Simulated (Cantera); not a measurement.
A closed system holds: 1 mol MgCO3, 0.21 mol SO3, 0.38 mol O2, equilibrated at 827 °C and 1.00 bar.

Method: chemical equilibrium by Gibbs-energy minimisation in Cantera with the NASA 1993 tables (ideal gas, pure condensed phases). Candidate condensed phases: C, Mg, MgCO3, MgO, MgS, MgSO4, S; 26 gas species. Mutual solubility and eutectic melting of coexisting phases are not modelled. The numbers say what is thermodynamically allowed, not how fast it happens.

Base state: CO2 0.724, O2 0.275, SO2 0.000320, SO3 0.000105 (mole fractions); condensed: MgO(s) + MgSO4(s).

Problem. What changes in the equilibrium state with this change: 0.21 mol NH3 added?

Solution. 
```tsv
species	before	after
CO2	0.724	0.608
H2O	0	0.192
O2	0.275	0.136
N2	0	0.0639
NO	0	1.94e-5
SO2	0.000320	0.000456
SO3	0.000105	0.000105
MgO(s), mol	0.791	0.791
MgSO4(s), mol	0.209	0.209
```
Further candidate phases: C6H6, C7H8, C8H18, H2O, H2SO4, Mg(OH)2.

Problem. What changes in the equilibrium state with this change: temperature from 827 °C to 1352 °C?

Solution. 
```
species          before    after
-------------  --------  -------
CO2               0.724    0.590
O2                0.275    0.286
SO2            0.000320    0.123
CO              1.84e-9  3.04e-5
O               1.31e-9  1.04e-5
SO3            0.000105  0.00136
MgO(s), mol       0.791     1.00
MgSO4(s), mol     0.209        0
```
